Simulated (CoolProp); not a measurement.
500 sccm (0 °C, 1 atm) of nitrogen bubbles through liquid octamethyltrisiloxane (MDM) at 344.7 K and leaves saturated at a total pressure of 0.0579 MPa (ideal gas phase). Each further row changes one setting.

Model: reference Helmholtz-energy equation of state, Thol 2017, in CoolProp.

| case | vapour pressure (kPa) | mole fraction of vapour | delivery (mg/min) | delivery (sccm) | change of delivery for a bath 1 K warmer (%) |
|---|---|---|---|---|---|
| as stated | 6.28 | 0.108 | 642 | 60.8 | 5.2 |
| bath temperature 349.7 K | 7.83 | 0.135 | 826 | 78.2 | 5.1 |
| total pressure 0.116 MPa | 6.28 | 0.0541 | 302 | 28.6 | 4.9 |
